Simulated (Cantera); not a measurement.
A closed system holds: 1 mol TiO₂, 2.5 mol HCl, 2.7 mol O₂, equilibrated at 600 K and 4.60 Pa.

Method: chemical equilibrium by Gibbs-energy minimisation in Cantera with the NASA 1993 tables (ideal gas, pure condensed phases). Candidate condensed phases: H₂O, Ti, TiCl₂, TiCl₃, TiCl₄, TiO, TiO₂, Ti₂O₃, Ti₃O₅, Ti₄O₇; 23 gas species. Condensed phases not in the tables: TiOCl. Kinetics and transport are ignored.

Base state: O₂ 0.491, HCl 0.276, Cl₂ 0.116, H₂O 0.116 (mole fractions); condensed: TiO₂(rutile).

Problem. What changes in the equilibrium state with this change: pressure from 4.60 Pa to 0.133 bar?

Solution. 
```tsv
species	before	after
O₂	0.491	0.464
H₂O	0.116	0.230
Cl₂	0.116	0.230
HCl	0.276	0.0757
TiO₂(rutile), mol	1.00	1.00
```
Gases not in the tables: TiO(OH)₂.
